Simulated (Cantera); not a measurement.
Stirred combustor or abatement burner

A perfectly stirred reactor is fed with CH₄ : H₂ : O₂ : N₂ : H₂O = 1 : 0.86 : 3.98 : 15 : 4.8 (molar parts), equivalence ratio 0.61, at 14.0 bar; it is adiabatic with a 725 K inlet, and is followed from long to short residence time, starting on the burning branch (τ in s: 0.1, 0.045, 0.02, 0.0086, 0.0038, 0.0017, 0.00073, 0.00032, 0.00014, 6.2e-05, 2.7e-05, 1.2e-05, 5.2e-06).

Detailed kinetics in Cantera: GRI-Mech 3.0 (53 species, 325 reactions). The pressure lies above the range GRI-Mech 3.0 was tuned for (to about 10 atm).

```
τ (s)    T (K)     x CH₄      x H₂    x O₂     x HCO    x C₂H₂    x HO₂     x NO
-------  -----  --------  --------  ------  --------  --------  -------  -------
0.10      1781   2.42e-6   2.13e-5  0.0614  7.51e-10  7.07e-10  1.63e-6  8.23e-6
0.045     1780   5.11e-6   2.86e-5  0.0614   1.67e-9   3.03e-9  1.88e-6  4.35e-6
0.020     1780   1.05e-5   4.36e-5  0.0614   3.74e-9   1.19e-8  2.43e-6  2.57e-6
0.0086    1778   2.13e-5   7.47e-5  0.0615   8.69e-9   4.34e-8  3.62e-6  1.76e-6
0.0038    1776   4.09e-5  0.000133  0.0617   1.97e-8   1.35e-7  5.99e-6  1.40e-6
0.0017    1771   7.83e-5  0.000242  0.0620   4.41e-8   3.85e-7  1.07e-5  1.21e-6
0.00073   1761  0.000162  0.000475  0.0627   1.04e-7   1.16e-6  2.11e-5  1.02e-6
0.00032   1738  0.000385   0.00102  0.0645   2.46e-7   3.83e-6  4.58e-5  7.15e-7
0.00014    725    0.0390    0.0335   0.155    <1e-12    <1e-12   <1e-12   <1e-12
6.2e-5     725    0.0390    0.0335   0.155    <1e-12    <1e-12   <1e-12   <1e-12
2.7e-5     725    0.0390    0.0335   0.155    <1e-12    <1e-12   <1e-12   <1e-12
1.2e-5     725    0.0390    0.0335   0.155    <1e-12    <1e-12   <1e-12   <1e-12
5.2e-6     725    0.0390    0.0335   0.155    <1e-12    <1e-12   <1e-12   <1e-12
```
x: mole fraction; the columns are a selection and need not sum to one.
